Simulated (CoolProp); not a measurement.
Model: reference Helmholtz-energy equation of state, Thol 2018, in CoolProp.

**Question.** Give the vapour pressure (MPa), liquid density (kg/m³), liquid cp (kJ/(kg K)), vapour Z of saturated hydrogen chloride at -92.55, -20.85 °C.

**Answer.** 
```csv
T (°C),p (MPa),liquid density (kg/m³),liquid cp (kJ/(kg K)),vapour Z
-92.55,0.0646,1200,1.66,0.978
-20.85,1.44,1000,1.84,0.829
```
